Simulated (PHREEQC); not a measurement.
A solution holds 0.0021 mol HF, 0.013 mol NH4HF2 and 0.00012 mol H2SiF6 per kg of water, at 25 °C. Closed to the air; pH follows from the charge balance.

All values are PHREEQC results (ion-association model, phreeqc.dat), not measurements.

| quantity | before | after |
|---|---|---|
| pH | 3.10 | 3.21 |
| ionic strength (mol/kgw) | 0.0140 | 0.0159 |
| HF (mol/kgw) | 0.0138 | 0.0119 |
| F- (mol/kgw) | 0.0130 | 0.0149 |
| NH3 (mol/kgw) | 8.11e-9 | 1.06e-8 |
| H4SiO4 (mol/kgw) | 5.23e-11 | 7.08e-11 |
| SI of Quartz (SiO2) | -6.30 | -6.17 |

Question: Name the change that produced these shifts.
A) 0.00032 mol/kgw LiOH added
B) HF replaced by NaF at the same molality
C) 0.0021 mol/kgw H2SO4 added
D) temperature from 25 to 30 °C

Answer: B, HF replaced by NaF at the same molality

Precipitation was switched off in this run. SiF6-2 is the database's only silicon fluoride.
